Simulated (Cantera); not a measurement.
Feed: 1 mol Si2H6, 0.13 mol O2, 93 mol H2, at 0.450 bar.

Equilibrium computed with Cantera from the NASA thermochemical tables; the gas is ideal and each condensed phase is pure. Candidate condensed phases: H2O, Si, SiO2; 18 gas species. The feed counts by its element totals alone. Gases not in the tables: Si2H6 and higher silanes. Equilibrium is a limit: real reactors are often held back by kinetics, nucleation or transport. All values below are at 1698 K.

Base state: H2 0.997, SiO 0.00270, H 0.000215, SiH2 1.39e-5 (mole fractions); condensed: Si(l).

Task: What changes in the equilibrium state with this change: O2 from 0.13 to 0.086 mol?

Result: 
```
species       before     after
----------  --------  --------
H2             0.997     0.998
SiO          0.00270   0.00179
H           0.000215  0.000215
SiH2         1.39e-5   1.39e-5
Si(l), mol      1.74      1.83
```

Task: What changes in the equilibrium state with this change: O2 from 0.13 to 0.94 mol?

Result: 
```json
[
 {"species": "H2", "before": "0.997", "after": "0.981"},
 {"species": "SiO", "before": "0.00270", "after": "0.0192"},
 {"species": "H", "before": "0.000215", "after": "0.000213"},
 {"species": "H2O", "before": "2.13e-6", "after": "1.49e-5"},
 {"species": "SiH2", "before": "1.39e-5", "after": "1.37e-5"},
 {"species": "Si(l), mol", "before": "1.74", "after": "0.120"}
]
```
